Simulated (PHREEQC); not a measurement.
Consider water at 25 °C with 0.0002 mol KH2PO4, 0.00064 mol HNO3 and 0.24 mol ZnSO4 per kg of water. Closed to the air; pH follows from the charge balance.

Equilibrium calculation in PHREEQC: ion-association model, wateq4f.dat.

This is a speciation only: nothing precipitates in the calculation.

Question: Order these Zn species by the share of Zn that they hold, largest first: Zn(SO4)2-2, ZnSO4, Zn+2.

Answer: Zn+2 (46 %), ZnSO4 (37 %), Zn(SO4)2-2 (17 %)

The pH is 3.73 and the ionic strength 0.439 mol/kgw. H3PO4, which wateq4f.dat lacks, is added to it with the constant of phreeqc.dat. The database has no phosphate complexes of Zn.
